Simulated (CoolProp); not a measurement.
Vapour-liquid equilibrium of propane (1) + R236EA (2) at 0.209 MPa; x and y are mole fractions of (1).

Values from CoolProp's multi-fluid Helmholtz-energy mixture model, Lemmon 2009 and Rui 2013; pair parameters Bell 2016.

**Question.** Give the bubble temperature and the first vapour's composition at x = 0.05, 0.65, 0.95. Is there an azeotrope?

**Answer.** x = 0.05: 281.9 K, y = 0.470; x = 0.65: 251.0 K, y = 0.893; x = 0.95: 249.1 K, y = 0.963. No azeotrope shows between x = 0.05 and 0.95.

Pair parameters are fitted to limited data, so mixtures are less certain than the pure fluids. With so large a gap from Raoult's law the liquid may split in two, which this calculation doesn't test in full.
